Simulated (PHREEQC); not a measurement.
Consider water at 25 °C with 62 mmol/kgw NaHCO3, 6.2 mmol/kgw KOH and 0.82 mmol/kgw LiCl. Closed to the air; pH follows from the charge balance.

All values are PHREEQC results (ion-association model, phreeqc.dat), not measurements.

| quantity | before | after |
|---|---|---|
| pH | 8.95 | 10.07 |
| SI of Sylvite (KCl) | -6.40 | -6.33 |

Task: What was changed between the two runs?
A) diluted 5-fold with water
B) NaHCO3 from 0.062 to 0.0124 mol/kgw
C) temperature from 25 to 85 °C
D) NaHCO3 left out

Result: B, NaHCO3 from 0.062 to 0.0124 mol/kgw

No solid was allowed to form.
